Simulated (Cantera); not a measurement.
Feed: 1 mol SiCl4, 1.2 mol Cl2, 9.8 mol H2, equilibrated at 1650 K and 135 Torr.

Cantera equilibrium calculation (NASA polynomials, part measured and part estimated; ideal gas, pure solids and liquids). Candidate condensed phases: Si; 19 gas species. The tables' values for SiCl3 are old estimates; treat these amounts as uncertain. The numbers say what is thermodynamically allowed, not how fast it happens.

Base state: H2 0.601, HCl 0.321, SiCl2 0.0608, SiCl3 0.0111, SiCl4 0.00444, SiHCl3 0.00140, H 0.000166, SiH2Cl2 7.51e-5 (mole fractions); condensed: gas only.

What changes in the equilibrium state with this change: H2 from 9.8 to 15 mol?


```tsv
species	before	after
H2	0.601	0.711
HCl	0.321	0.233
SiCl2	0.0608	0.0471
SiCl3	0.0111	0.00574
SiCl4	0.00444	0.00154
SiHCl3	0.00140	0.000787
Cl	6.95e-5	4.65e-5
```
